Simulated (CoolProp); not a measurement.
Vapour-liquid equilibrium of R143a (1) + propane (2) at 44.5 kPa; x and y are mole fractions of (1).

Values from CoolProp's multi-fluid Helmholtz-energy mixture model, Lemmon and Jacobsen 2000 and Lemmon 2009; pair parameters Bell 2016.

| x | bubble temperature (K) | y at the bubble point | dew temperature at overall composition x (K) | liquid density (mol/L) |
|---|---|---|---|---|
| 0.05 | 209.4 | 0.247 | 213.1 | 13.71 |
| 0.15 | 205.6 | 0.433 | 211.3 | 13.79 |
| 0.25 | 204.4 | 0.494 | 209.4 | 13.82 |
| 0.35 | 204.0 | 0.519 | 207.3 | 13.86 |
| 0.45 | 203.9 | 0.531 | 205.2 | 13.90 |
| 0.55 | 203.8 | 0.543 | 203.8 | 13.97 |
| 0.65 | 203.9 | 0.562 | 204.9 | 14.06 |
| 0.75 | 204.2 | 0.599 | 206.3 | 14.17 |
| 0.85 | 205.2 | 0.675 | 207.8 | 14.28 |
| 0.95 | 207.7 | 0.841 | 209.3 | 14.37 |

y crosses x between x = 0.45 and 0.55: the model has an azeotrope there.

The pair parameters rest on a limited set of measurements; away from them the model extrapolates.
